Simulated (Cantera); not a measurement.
# Equilibrium for metals in furnace atmospheres: Pb + H₂O + N₂

A closed system holds: 1 mol Pb, 3.2 mol H₂O, 1.1 mol N₂.

Equilibrium computed with Cantera from the NASA thermochemical tables; the gas is ideal and each condensed phase is pure. Candidate condensed phases: H₂O, Pb, PbO, PbO₂, Pb₃O₄; 27 gas species. Each liquid is taken as pure. Mutual solubility and eutectic melting of coexisting phases are not modelled. Rates play no part.

Stable condensed phases:

```
T in °C \ P in Pa
              10      48     230    1100    5500   26000  130000  620000 3000000
   1652        A       A       A       A       A       A       A       B       B
   1602        A       A       A       A       A       A       A       B       B
   1552        A       A       A       A       A       A       A       B       B
   1502        A       A       A       A       A       A       A       B       B
   1452        A       A       A       A       A       A       B       B       B
   1402        A       A       A       A       A       A       B       B       B
   1352        A       A       A       A       A       A       B       B       B
   1302        A       A       A       A       A       A       B       B       C
   1252        A       A       A       A       A       B       B       B       C
   1202        A       A       A       A       A       B       B       B       C
```

A: gas only; B: Pb; C: Pb + PbO.
